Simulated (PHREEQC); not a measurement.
0.022 g of hydrous ferric oxide (600 m²/g; 0.2 weak and 0.005 strong sites per Fe, Dzombak-Morel constants, diffuse double layer) in 1 kg of water with 0.005 mol/kgw of an inert sodium salt and 0.011 mmol/kgw ZnSO4, at 25 °C; the pH is set by adding NaOH or the inert anion's acid. O2 is buffered at 0.21 atm. The system is closed to CO2. Nothing may precipitate in this run.

Model: ion-association model, wateq4f.dat, run in PHREEQC.

```json
[
 {"pH": "4", "S sorbed (%)": "97.9", "Zn sorbed (%)": "0.0", "surface charge σ (C/m²)": "0.107", "surface potential ψ (mV)": "167"},
 {"pH": "4.38", "S sorbed (%)": "94.7", "Zn sorbed (%)": "0.0", "surface charge σ (C/m²)": "0.083", "surface potential ψ (mV)": "154"},
 {"pH": "4.75", "S sorbed (%)": "87.5", "Zn sorbed (%)": "0.1", "surface charge σ (C/m²)": "0.064", "surface potential ψ (mV)": "141"},
 {"pH": "5.12", "S sorbed (%)": "74.8", "Zn sorbed (%)": "0.4", "surface charge σ (C/m²)": "0.050", "surface potential ψ (mV)": "128"},
 {"pH": "5.5", "S sorbed (%)": "57.1", "Zn sorbed (%)": "1.6", "surface charge σ (C/m²)": "0.040", "surface potential ψ (mV)": "117"},
 {"pH": "5.88", "S sorbed (%)": "38.0", "Zn sorbed (%)": "4.7", "surface charge σ (C/m²)": "0.032", "surface potential ψ (mV)": "106"},
 {"pH": "6.25", "S sorbed (%)": "21.3", "Zn sorbed (%)": "9.0", "surface charge σ (C/m²)": "0.025", "surface potential ψ (mV)": "94"},
 {"pH": "6.62", "S sorbed (%)": "9.1", "Zn sorbed (%)": "14.3", "surface charge σ (C/m²)": "0.019", "surface potential ψ (mV)": "81"},
 {"pH": "7", "S sorbed (%)": "3.0", "Zn sorbed (%)": "26.2", "surface charge σ (C/m²)": "0.014", "surface potential ψ (mV)": "66"},
 {"pH": "7.38", "S sorbed (%)": "1.0", "Zn sorbed (%)": "50.0", "surface charge σ (C/m²)": "0.010", "surface potential ψ (mV)": "53"},
 {"pH": "7.75", "S sorbed (%)": "0.3", "Zn sorbed (%)": "75.2", "surface charge σ (C/m²)": "0.007", "surface potential ψ (mV)": "40"},
 {"pH": "8.12", "S sorbed (%)": "0.1", "Zn sorbed (%)": "90.8", "surface charge σ (C/m²)": "0.004", "surface potential ψ (mV)": "24"},
 {"pH": "8.5", "S sorbed (%)": "0.0", "Zn sorbed (%)": "96.5", "surface charge σ (C/m²)": "0.001", "surface potential ψ (mV)": "5"},
 {"pH": "8.88", "S sorbed (%)": "0.0", "Zn sorbed (%)": "97.9", "surface charge σ (C/m²)": "-0.003", "surface potential ψ (mV)": "-16"},
 {"pH": "9.25", "S sorbed (%)": "0.0", "Zn sorbed (%)": "98.1", "surface charge σ (C/m²)": "-0.007", "surface potential ψ (mV)": "-37"},
 {"pH": "9.62", "S sorbed (%)": "0.0", "Zn sorbed (%)": "98.0", "surface charge σ (C/m²)": "-0.011", "surface potential ψ (mV)": "-57"},
 {"pH": "10", "S sorbed (%)": "0.0", "Zn sorbed (%)": "97.8", "surface charge σ (C/m²)": "-0.018", "surface potential ψ (mV)": "-78"}
]
```

Species that the database lacks are ignored.
